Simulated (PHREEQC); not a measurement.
A solution holds 0.0781 mol NaHSO4 and 0.021 mol NaF per kg of water, at 80 °C. Closed to the air; pH follows from the charge balance.

All values are PHREEQC results (ion-association model, phreeqc.dat), not measurements.

No solid was allowed to form.

Question: Estimate the pH, specific conductance, ionic strength.

Answer: pH 2.00; specific conductance 30200 µS/cm; ionic strength 0.134 mol/kgw.

Question: In which forms is S present?

Answer: HSO4- 58 %, SO4-2 35 %, NaSO4- 6.7 % of the S.

Complexes and solids missing from the database can't appear. At this temperature some constants are extrapolated from 25 °C, and those without enthalpy data are left unchanged.
